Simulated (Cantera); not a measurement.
## Hydrocarbon pyrolysis for carbon deposition

An isothermal, constant-pressure homogeneous reactor starts with C2H6 : N2 = 1 : 2.7 (molar parts), at 1348 K and 1.10 bar.

Cantera simulation using GRI-Mech 3.0 (53 species, 325 reactions); the numbers are that mechanism's predictions, not measurements. GRI-Mech 3.0 stops at C3 and has no aromatics, soot or wall deposition, so with more carbon than oxygen in the feed, carbon stays in small species such as C2H2 where larger ones or solid carbon would form.

```csv
t (s),x C2H6,x HCN,x C2H,x CH2,x H2,x C2H2,x H
0.000400,0.190,2.93e-10,1.90e-10,2.16e-8,0.0528,0.00128,1.19e-5
0.00137,0.0746,3.74e-10,6.75e-10,1.27e-8,0.131,0.00907,1.48e-5
0.00468,0.00643,4.05e-10,1.11e-9,1.86e-9,0.190,0.0330,9.69e-6
0.0160,0.000930,4.02e-10,7.89e-10,2.86e-10,0.213,0.0592,4.31e-6
0.0548,0.000590,3.96e-10,9.76e-10,1.88e-10,0.237,0.0918,3.83e-6
0.187,0.000390,4.00e-10,9.64e-10,1.30e-10,0.250,0.114,3.21e-6
0.641,0.000332,4.30e-10,8.06e-10,1.08e-10,0.239,0.115,2.56e-6
2.19,0.000271,4.94e-10,5.99e-10,8.25e-11,0.217,0.112,1.77e-6
7.50,0.000213,6.05e-10,4.38e-10,6.04e-11,0.190,0.108,1.17e-6
25.6,0.000188,8.20e-10,3.75e-10,5.15e-11,0.175,0.106,9.42e-7
87.7,0.000186,1.45e-9,3.70e-10,5.09e-11,0.174,0.106,9.26e-7
300,0.000186,3.59e-9,3.70e-10,5.09e-11,0.174,0.106,9.26e-7
```
x: mole fraction; the columns are a selection and need not sum to one.

Equilibrium at this temperature and pressure: C2H6 0.000152, HCN 0.0821, C2H 2.48e-10, CH2 4.42e-11, H2 0.188, C2H2 0.0735, H 9.64e-7 (gas phase only).
